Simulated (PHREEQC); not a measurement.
PHREEQC input (Pitzer model, pitzer.dat):

```
SOLUTION 1
  temp 30
  units mol/kgw
  pH 7 charge
  S(6) 0.295
  Mg 0.28
  K 0.03
END
USE solution 1
INCREMENTAL_REACTIONS false
REACTION 1
  H2O -1
  0 9.886 18.011 24.689 30.178 34.689 38.397 41.444
  43.949 46.007 47.699 49.089 50.232 51.172 51.944 52.578
  53.1 moles
EQUILIBRIUM_PHASES 1
  Arcanite 0 0
  Brucite 0 0
  Epsomite 0 0
  Hexahydrite 0 0
  Kieserite 0 0
  Leonite 0 0
  Misenite 0 0
  Schoenite 0 0
SELECTED_OUTPUT 1
  -reset false
  -pH true
  -pe true
  -ionic_strength true
  -water true
  -activities H2O
  -totals K Mg S
  -molalities H+ K+ Mg+2 SO4-2 OH- HSO4- MgOH+
  -equilibrium_phases Arcanite Brucite Epsomite Hexahydrite Kieserite Leonite Misenite Schoenite
PRINT
  -reset false
END
```

Selected output (columns that matter, 17 of 17 rows; water left (kg) added in front):

```
water left (kg)	pH	mu	K	Mg	S	m_H+	m_K+	m_Mg+2	m_SO4-2	m_OH-	la_H2O	Epsomite	Schoenite
1	6.6992	1.165	0.03	0.28	0.295	3.5508e-07	0.03	0.28	0.295	1.954e-07	-0.0026224	0	0
0.821894	6.6737	1.4175	0.036501	0.34068	0.35893	3.8439e-07	0.036501	0.34068	0.35893	1.9998e-07	-0.003144	0	0
0.675514	6.6448	1.7246	0.044411	0.4145	0.4367	4.174e-07	0.044411	0.4145	0.4367	2.0431e-07	-0.003772	0	0
0.555203	6.6116	2.0983	0.054034	0.50432	0.53134	4.5432e-07	0.054034	0.50432	0.53134	2.0818e-07	-0.0045316	0	0
0.456313	6.5731	2.5531	0.065744	0.61361	0.64649	4.9511e-07	0.065744	0.61361	0.64648	2.1127e-07	-0.0054593	0	0
0.375043	6.5279	3.1063	0.079991	0.74658	0.78658	5.3933e-07	0.079991	0.74658	0.78658	2.1318e-07	-0.0066105	0	0
0.30824	6.4742	3.7795	0.097327	0.90838	0.95705	5.8579e-07	0.097327	0.90838	0.95705	2.1338e-07	-0.0080756	0	0
0.253345	6.4094	4.5985	0.11842	1.1052	1.1644	6.3209e-07	0.11842	1.1052	1.1644	2.1121e-07	-0.010003	0	0
0.208215	6.3304	5.5952	0.14408	1.3448	1.4168	6.7386e-07	0.14408	1.3448	1.4168	2.0594e-07	-0.012643	0	0
0.171138	6.2328	6.8074	0.1753	1.6361	1.7238	7.0381e-07	0.1753	1.6361	1.7238	1.9685e-07	-0.016411	0	0
0.140655	6.1115	8.2827	0.21329	1.9907	2.0973	7.1069e-07	0.21329	1.9907	2.0973	1.834e-07	-0.022005	0	0
0.115613	5.9609	10.077	0.25949	2.4219	2.5516	6.7911e-07	0.25949	2.4219	2.5516	1.6565e-07	-0.030574	0	0
0.0950203	5.7747	12.261	0.31572	2.9467	3.1046	5.927e-07	0.31572	2.9467	3.1046	1.4452e-07	-0.044029	0	0
0.072719	5.6657	13.68	0.41255	3.2653	3.4716	4.8865e-07	0.41255	3.2653	3.4716	1.3262e-07	-0.054576	0.042552	0
0.0493428	5.6712	14.075	0.60799	3.2907	3.5947	3.8826e-07	0.60799	3.2907	3.5947	1.3205e-07	-0.057211	0.11763	0
0.0300077	5.6721	14.122	0.63138	3.2938	3.6095	3.7729e-07	0.63138	3.2938	3.6095	1.3205e-07	-0.057529	0.17563	0.0055269
0.0140763	5.6721	14.122	0.63138	3.2938	3.6095	3.7729e-07	0.63138	3.2938	3.6095	1.3205e-07	-0.057529	0.22308	0.010556
```
